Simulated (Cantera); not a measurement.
An isothermal, constant-pressure homogeneous reactor starts with CH₄ : H₂ : CO₂ : H₂O = 0.04 : 1 : 0.0025 : 0.032 (molar parts), at 1950 K and 57.8 Torr.

Detailed kinetics in Cantera: GRI-Mech 3.0 (53 species, 325 reactions).

x: mole fraction; the columns are a selection and need not sum to one.

```
t (s)        x CH₄   x H₂     x CO₂     x HCO      x CO    x CH₂O
--------  --------  -----  --------  --------  --------  --------
0.000100    0.0371  0.931   0.00232  1.36e-11   1.95e-6   4.08e-9
0.000398    0.0366  0.930   0.00229       [?]       [?]       [?]
0.00158     0.0341  0.929   0.00191   2.01e-8  0.000427   4.83e-7
0.00631     0.0231  0.933  0.000471   2.70e-8   0.00205   4.67e-7
0.0251         [?]  0.941       [?]       [?]       [?]       [?]
0.100      0.00286  0.945   3.82e-5   5.05e-9   0.00594   6.37e-8
0.398      0.00170  0.950   6.14e-5   3.59e-9    0.0131   2.84e-8
1.58      0.000858  0.956   4.86e-5   3.41e-9    0.0237   6.97e-9
6.31      0.000292  0.960   1.25e-5   3.85e-9    0.0304   1.35e-9
25.1       8.45e-5  0.961   3.28e-7   4.03e-9    0.0321  9.74e-10
100        7.28e-5  0.961   1.21e-9   4.04e-9    0.0321  9.72e-10
```

What belongs in the gaps?


- 0.000398, x HCO: 1.47e-9
- 0.000398, x CO: 3.10e-5
- 0.000398, x CH₂O: 1.13e-7
- 0.0251, x CH₄: 0.00900
- 0.0251, x CO₂: 2.37e-5
- 0.0251, x HCO: 1.29e-8
- 0.0251, x CO: 0.00327
- 0.0251, x CH₂O: 1.98e-7
